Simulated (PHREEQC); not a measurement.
**Copper plating or etch bath: speciation**

Solution (25 °C): 0.0037 mol Cu(BF4)2, 0.0035 mol HCl and 0.044 mol KCl per kg of water. Closed to the air; pH follows from the charge balance.

Computed with PHREEQC (ion-association model, phreeqc.dat).

No solid was allowed to form.

Task: Predict the pH.

Result: pH 2.52.

Task: In which forms is Cu present?

Result: Cu+2 94 %, CuCl+ 5.5 %, CuF+ 0.9 % of the Cu.

Real BF4- forms and hydrolyses slowly; the run takes it at equilibrium.
